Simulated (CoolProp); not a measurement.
Properties of fluorine at several states (Tc = 144.4 K, pc = 5.240 MPa, ω = 0.045).

Model: reference Helmholtz-energy equation of state, de Reuck 1990, in CoolProp.

| T (K) | p (MPa) | phase | density (kg/m³) | cp (kJ/(kg K)) | expansivity (1/kK) | fugacity coefficient |
|---|---|---|---|---|---|---|
| 65 | 0.0118 | liquid | (withheld) | (withheld) | 3.857 | 0.3896 |
| 289.2 | 0.116 | gas | 1.834 | 0.8207 | 3.468 | 0.9994 |
| 121.6 | 0.0202 | gas | 0.7608 | (withheld) | 8.280 | 0.9978 |
| 77.2 | 0.0861 | liquid | (withheld) | 1.490 | 4.283 | 0.4270 |
| 80.6 | 20 | liquid | 1575 | 1.442 | (withheld) | 0.005973 |

**Question.** Complete the blanks.

**Answer.** 
- 65, density (kg/m³): 1634
- 65, cp (kJ/(kg K)): 1.476
- 121.6, cp (kJ/(kg K)): 0.7701
- 77.2, density (kg/m³): 1555
- 80.6, expansivity (1/kK): 3.678
